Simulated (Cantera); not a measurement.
Charge: 1 mol SiHCl3, 8.1 mol NH3, 1.2 mol N2, equilibrated at 91.0 mbar.

Equilibrium computed with Cantera from the NASA thermochemical tables; the gas is ideal and each condensed phase is pure. Candidate condensed phases: NH4Cl, Si, Si3N4; 28 gas species. Kinetics and transport are ignored.

Over these rows the condensed part is Si3N4(s). Partial pressures as log10 of bar:

```json
[
 {"T (K)": "1425", "1000/T (1/K)": "0.7018", "log p SiCl2": "-4.18", "log p H2": "-1.27", "log p N2": "-1.65", "log p HCl": "-1.84"},
 {"T (K)": "1475", "1000/T (1/K)": "0.6780", "log p SiCl2": "-3.86", "log p H2": "-1.27", "log p N2": "-1.65", "log p HCl": "-1.85"},
 {"T (K)": "1525", "1000/T (1/K)": "0.6557", "log p SiCl2": "-3.58", "log p H2": "-1.26", "log p N2": "-1.65", "log p HCl": "-1.86"},
 {"T (K)": "1575", "1000/T (1/K)": "0.6349", "log p SiCl2": "-3.33", "log p H2": "-1.26", "log p N2": "-1.65", "log p HCl": "-1.87"},
 {"T (K)": "1625", "1000/T (1/K)": "0.6154", "log p SiCl2": "-3.11", "log p H2": "-1.26", "log p N2": "-1.64", "log p HCl": "-1.89"},
 {"T (K)": "1675", "1000/T (1/K)": "0.5970", "log p SiCl2": "?", "log p H2": "-1.26", "log p N2": "-1.64", "log p HCl": "-1.92"}
]
```

### Question
Fit log p(SiCl2) = a + b·(1000/T) to the five rows, give the apparent enthalpy, and predict the row at 1675 K.

### Answer
Means: 1000/T = 0.6572, log p = -3.612. Sxy = -0.057811, Sxx = 0.0046686, so b = -12.38 and a = -3.612 − (-12.38)×0.6572 = 4.52.
Apparent enthalpy: −19.145 × (-12.38) = 237 kJ/mol. With the condensed phases at unit activity, 1/3 Si3N4(s) + 2 HCl(g) = SiCl2(g) + H2(g) + 2/3 N2(g) links this pressure to the main gases: over the six rows their terms move log p by -0.18 in all, so the slope isn't that reaction's ΔH° alone. The five rows lie within 0.02 of the line.
Prediction at 1675 K: 4.52 + (-12.38)×0.5970 = -2.87. The computed value is -2.93, 0.06 from the line.
